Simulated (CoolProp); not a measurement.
n-perfluoropentane at 298.15 K and 0.0569 MPa is throttled through a valve to 0.0221 MPa with no heat exchange. Each further row changes one setting.

The numbers come from the reference Helmholtz-energy equation of state, Gao 2022 in CoolProp.

| case | temperature change (K) | final density (kg/m³) |
|---|---|---|
| as stated | -0.7 | 2.61 |
| outlet pressure 0.00663 MPa | -1.0 | 0.776 |
| outlet pressure 0.0287 MPa | -0.6 | 3.40 |
